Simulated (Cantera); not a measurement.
A freely propagating, adiabatic, planar premixed flame of CO : H2 : O2 : N2 = 1 : 0.27 : 0.836 : 3.14 (molar parts), equivalence ratio 0.76, unburnt at 375 K and 1.80 bar; mixture-averaged transport, grid criteria slope 0.08 and curve 0.16, no radiation.

Cantera simulation using GRI-Mech 3.0 (53 species, 325 reactions); the numbers are that mechanism's predictions, not measurements. Burning velocities carry a grid error of a few per cent, more on coarse grids.

x: mole fraction of selected species; z is measured from the peak of heat release.

```
z (mm)   T (K)  u (m/s)    x CO      x H2    x O2   x NO    x NO2    x N2O
-------  -----  -------  ------  --------  ------  -----  -------  -------
-1.00      375    0.601   0.191    0.0513   0.159  <1e-8    <1e-8    <1e-8
-0.669     375    0.601   0.191    0.0507   0.159  <1e-8    <1e-8    <1e-8
-0.502     375    0.601   0.191    0.0497   0.160  <1e-8    <1e-8    <1e-8
-0.334     378    0.603   0.192    0.0462   0.160  <1e-8    <1e-8    <1e-8
-0.167     462    0.729   0.190    0.0338   0.159    ___  8.47e-8    <1e-8
-0.0836    788     1.23   0.173    0.0217   0.146    ___  3.48e-8  3.24e-8
0         1224     1.87   0.134   0.00951   0.117    ___    <1e-8  1.62e-7
0.0836    1514     2.27  0.0934   0.00354  0.0890    ___    <1e-8  3.63e-7
0.167     1683     2.48  0.0664   0.00258  0.0743    ___  1.19e-8  4.61e-7
0.334     1857     2.70  0.0441   0.00234  0.0635    ___  1.70e-8  5.12e-7
0.669     2003     2.88  0.0312   0.00171  0.0575    ___  2.72e-8  5.87e-7
1.34      2109     3.01  0.0212   0.00108  0.0532    ___  4.59e-8  6.48e-7
2.68      2181     3.10  0.0133  0.000644  0.0498    ___  7.55e-8  6.11e-7
```

### Question
Fill in the missing entries.

### Answer

- -0.167, x NO: 5.77e-8
- -0.0836, x NO: 9.31e-7
- 0, x NO: 3.69e-6
- 0.0836, x NO: 8.85e-6
- 0.167, x NO: 1.46e-5
- 0.334, x NO: 2.40e-5
- 0.669, x NO: 3.68e-5
- 1.34, x NO: 5.63e-5
- 2.68, x NO: 8.77e-5
